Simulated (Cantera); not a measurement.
What does this Cantera script print?

```python
import numpy as np
import cantera as ct

gas_names = """
    H H2 N NH NH2 NH3 N2 N2H2 N2H4 Si SiH SiH2 SiH3 SiH4 SiN Si2 Si2N Si3
""".split()
cond_names = """
    Si(cr) Si(L) Si3N4(a)
""".split()


# ... load() reads the species with a 1 bar reference pressure and builds the phases ...
atoms = {
    'SiH4': {'Si': 1, 'H': 4},
    'NH3': {'N': 1, 'H': 3},
}
top_T = {'Si3N4(a)': 2400}  # K; cautious upper limits of use, not melting points


# ... equilibrate(T, P, feed) seeds the gas with the atoms and calls Mixture.equilibrate('TP', solver="vcs", rtol=1e-11, max_steps=5000) ...
results = []
feed = {'SiH4': 1, 'NH3': 0.15}  # mol
T = 1173.15  # K
P = 24  # Pa
mix = equilibrate(T, P, feed)
results.append((T, P, feed, dict(zip(mix.species_names, mix.species_moles))))
x = sorted(zip(gas.X, gas.species_names), reverse=True)
print(f"T = {T:g} K  P = {P:g} Pa  gas = {mix.phase_moles(0):.4g} mol")
print("   x: " + "  ".join(f"{s} {v:.3e}" for v, s in x if v > 0.0001))
print("   condensed (mol): " + ("  ".join(f"{mix.phase(i).name} {mix.phase_moles(i):.4g}"
      for i in range(1, mix.n_phases) if mix.phase_moles(i) > 1e-12) or "none"))
```

Output:

```
T = 1173.15 K  P = 24 Pa  gas = 2.225 mol
   x: H2 9.999e-01
   condensed (mol): Si(cr) 0.8877  Si3N4(a) 0.03744
```

Equilibrium computed with Cantera from the NASA thermochemical tables; the gas is ideal and each condensed phase is pure. Mutual solubility and eutectic melting of coexisting phases are not modelled.
